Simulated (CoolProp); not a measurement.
Computed with CoolProp (reference Helmholtz-energy equation of state, Lemmon 2006). It is a short technical equation, of lower accuracy than the large ones.

Q: Give the vapour pressure (MPa), vapour density (kg/m³), liquid cp (kJ/(kg K)) of saturated neopentane at 65.95, 94.85, 107.25 °C.

A: 
| T (°C) | p (MPa) | vapour density (kg/m³) | liquid cp (kJ/(kg K)) |
|---|---|---|---|
| 65.95 | 0.533 | 15.9 | 2.58 |
| 94.85 | 1.01 | 30.7 | 2.84 |
| 107.25 | 1.29 | 40.2 | 2.99 |
